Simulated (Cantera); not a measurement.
Input (Python, Cantera):

```python
import numpy as np
import cantera as ct

gas = ct.Solution("SiF4_NH3_mec.yaml", "gas")
gas.TPX = 2348, 1300, {'NH3': 1, 'H2': 4.7}
reactor = ct.IdealGasConstPressureReactor(gas, energy="off", clone=False)
net = ct.ReactorNet([reactor])
net.rtol, net.atol = 1e-08, 1e-18
show = ['NH3', 'H2', 'N2H4', 'H', 'N', 'NH', 'NH2']
times = np.geomspace(8e-05, 200, 15)

steps = ct.SolutionArray(gas, extra=["t"])
rows = []
print(f"{'t/s':>10s}{'T/K':>9s}{'P/Pa':>11s}" + "".join(f"{s:>11s}" for s in show))
for t in times:
    while net.time < t:
        t_next = net.step()
        steps.append(gas.state, t=t_next)
    rows.append([np.interp(t, steps.t, y) for y in (steps.T, steps.P, *steps(*show).X.T)])
    print(f"{t:10.3e}{rows[-1][0]:9.1f}{rows[-1][1]:11.4g}" + "".join(f"{x:11.3e}" for x in rows[-1][2:]))
rate = np.gradient(steps.T, steps.t)
print("integrator steps:", len(steps.t))
if steps.T.max() > steps.T[0] + 200:
    print(f"time of steepest temperature rise: {steps.t[rate.argmax()]:.4e} s")
gas.TPX = 2348, 1300, {'NH3': 1, 'H2': 4.7}
gas.equilibrate("TP")
print(f"equilibrium (TP): T = {gas.T:.1f} K  " + "  ".join(f"{s} {gas[s].X[0]:.3e}" for s in show))
```

Result:

```
       t/s      T/K       P/Pa        NH3         H2       N2H4          H          N         NH        NH2
 8.000e-05   2348.0       1300  1.754e-01  8.245e-01  9.415e-13  6.032e-05  1.075e-10  4.742e-08  4.170e-05
 2.291e-04   2348.0       1300  1.753e-01  8.244e-01  7.716e-12  1.730e-04  3.625e-09  4.625e-07  1.184e-04
 6.563e-04   2348.0       1300  1.750e-01  8.241e-01  6.220e-11  4.923e-04  9.322e-08  3.945e-06  3.352e-04
 1.880e-03   2348.0       1300  1.741e-01  8.235e-01  4.591e-10  1.346e-03  1.895e-06  2.924e-05  9.101e-04
 5.384e-03   2348.0       1300  1.694e-01  8.247e-01  1.468e-09  2.484e-03  1.104e-05  9.393e-05  1.627e-03
 1.542e-02   2348.0       1300  1.524e-01  8.343e-01  1.372e-09  2.703e-03  1.242e-05  9.798e-05  1.573e-03
 4.416e-02   2348.0       1300  1.131e-01  8.567e-01  9.109e-10  3.046e-03  1.249e-05  8.878e-05  1.282e-03
 1.265e-01   2348.0       1300  4.987e-02  8.923e-01  3.005e-10  4.128e-03  1.269e-05  6.798e-05  7.366e-04
 3.623e-01   2348.0       1300  3.361e-03  9.129e-01  8.930e-12  1.081e-02  1.505e-05  3.086e-05  1.272e-04
 1.038e+00   2348.0       1300  3.271e-06  8.732e-01  2.290e-16  5.419e-02  2.143e-06  8.342e-07  6.500e-07
 2.972e+00   2348.0       1300  9.664e-08  8.331e-01  6.784e-19  9.580e-02  4.028e-07  8.463e-08  3.558e-08
 8.512e+00   2348.0       1300  3.640e-08  8.298e-01  1.066e-19  9.931e-02  1.710e-07  3.453e-08  1.395e-08
 2.438e+01   2348.0       1300  3.232e-08  8.298e-01  8.473e-20  9.931e-02  1.519e-07  3.066e-08  1.239e-08
 6.983e+01   2348.0       1300  3.231e-08  8.298e-01  8.468e-20  9.931e-02  1.518e-07  3.065e-08  1.238e-08
 2.000e+02   2348.0       1300  3.231e-08  8.298e-01  8.468e-20  9.931e-02  1.518e-07  3.065e-08  1.238e-08
integrator steps: 1751
equilibrium (TP): T = 2348.0 K  NH3 3.231e-08  H2 8.298e-01  N2H4 8.468e-20  H 9.931e-02  N 1.518e-07  NH 3.065e-08  NH2 1.238e-08
```

Model: the gas-phase N/H chemistry of the illustrative SiF4/NH3 mechanism in the Surface Chemkin manual (1991), integrated in Cantera. Walls and surfaces, which speed up NH3 decomposition in real reactors, are not modelled.
